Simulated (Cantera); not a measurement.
A perfectly stirred reactor is fed with CH4 : C2H6 : O2 : N2 : H2O = 1 : 0.63 : 8.58 : 32.3 : 2.6 (molar parts), equivalence ratio 0.49, at 0.375 atm; it is adiabatic with a 550 K inlet, and is followed from long to short residence time, starting on the burning branch (τ in s: 0.18, 0.082, 0.038, 0.017, 0.0079, 0.0036, 0.0016, 0.00075, 0.00034, 0.00016, 7.2e-05, 3.3e-05).

Cantera simulation using GRI-Mech 3.0 (53 species, 325 reactions); the numbers are that mechanism's predictions, not measurements.

One state of this run: T (K) = 1570; x CH4 = 3.19e-5; x C2H6 = 5.19e-6; x O2 = 0.0965; x CH2CO = 5.25e-6; x C2H = 8.33e-10; x HO2 = 7.53e-6. x: mole fraction; the columns are a selection and need not sum to one.

Problem. Which value of τ (s) does it belong to?
A. 0.00016
B. 0.017
C. 0.0079
D. 0.00034

Solution. B, 0.017
